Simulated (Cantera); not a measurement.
Input: 1 mol AlN, 230 mol H2, 35 mol N2, held at 1750 K and 83.0 Pa.

These are equilibrium values from Cantera (NASA tables, ideal gas, pure condensed phases), not measurements of a reactor. Candidate condensed phases: Al, AlN; 13 gas species. The numbers say what is thermodynamically allowed, not how fast it happens.

### Question
What is the equilibrium state?

### Answer
```json
{
  "x(H2)": "0.856",
  "x(N2)": "0.133",
  "x(H)": "0.00747",
  "x(Al)": "0.00369",
  "x(AlH)": "5.14e-5",
  "gas_amount": "267.5 mol",
  "log10 activity of Al(l) (absent)": "-2.16"
}
```
